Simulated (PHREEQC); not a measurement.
# Acid rinse or clean: speciation

Make-up at 38 °C: 0.0029 mol HCl, 0.035 mol CaCl2, 7.3e-05 mol KCl and 0.00078 mol NaH2PO4 per kg of water. Closed to the air; pH follows from the charge balance.

All values are PHREEQC results (ion-association model, phreeqc.dat), not measurements.

This is a speciation only: nothing precipitates in the calculation.

Problem. What pH, density, specific conductance does the model give?

Solution. pH 2.65; density 0.996 g/cm³; specific conductance 10800 µS/cm.

Problem. In which forms is P present?

Solution. H2PO4- 58 %, CaH2PO4+ 25 %, H3PO4 17 % of the P.

Constants without temperature data keep their 25 °C values here.
